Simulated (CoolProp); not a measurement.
Saturation properties of carbon dioxide.

Model: reference Helmholtz-energy equation of state, Span 1996, in CoolProp.

| T (K) | p (MPa) | liquid density (kg/m³) | enthalpy of vaporisation (kJ/kg) | liquid viscosity (µPa s) | liquid conductivity (mW/(m K)) |
|---|---|---|---|---|---|
| 232.9 | 0.9953 | 1117 | 322.9 | 193 | 157 |
| 235 | 1.075 | 1109 | 319.1 | 187 | 155 |
| 237.1 | 1.159 | 1101 | 315.2 | 181 | 152 |
| 239.3 | 1.252 | 1092 | 311.0 | 174 | 149 |
| 241.4 | 1.346 | 1083 | 306.9 | 169 | 147 |
| 243.5 | 1.445 | 1074 | 302.8 | 163 | 144 |
| 245.6 | 1.549 | 1065 | 298.5 | 158 | 142 |
| 247.8 | 1.664 | 1056 | 294.0 | 152 | 139 |
| 249.9 | 1.779 | 1046 | 289.5 | 147 | 137 |
| 252 | 1.901 | 1037 | 285.0 | 142 | 134 |
| 254.1 | 2.028 | 1027 | 280.3 | 138 | 132 |
| 256.2 | 2.161 | 1017 | 275.5 | 133 | 129 |
| 258.4 | 2.308 | 1007 | 270.3 | 128 | 127 |
| 260.5 | 2.454 | 996.4 | 265.3 | 124 | 124 |
| 262.6 | 2.607 | 985.8 | 260.0 | 120 | 122 |

Viscosity comes from a separate model (Laesecke 2017). Thermal conductivity comes from a separate model (Huber 2016).
